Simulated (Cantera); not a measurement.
Feed: 1 mol N2O, 2.6 mol O2, 14 mol H2, at 750 Torr.

Cantera equilibrium calculation (NASA polynomials, part measured and part estimated; ideal gas, pure solids and liquids). Candidate condensed phases: H2O; 24 gas species. The numbers say what is thermodynamically allowed, not how fast it happens. All values below are at 3123 K.

Base state: H2 0.426, H2O 0.315, H 0.148, N2 0.0588, OH 0.0399, O 0.00838, O2 0.00243, NO 0.00162 (mole fractions); condensed: gas only.

What changes in the equilibrium state with this change: O2 from 2.6 to 0.021 mol?


| species | before | after |
|---|---|---|
| H2 | 0.426 | 0.689 |
| H | 0.148 | 0.188 |
| N2 | 0.0588 | 0.0600 |
| H2O | 0.315 | 0.0559 |
| OH | 0.0399 | 0.00557 |
| O2 | 0.00243 | 2.93e-5 |
| O | 0.00838 | 0.000920 |
| NO | 0.00162 | 0.000180 |
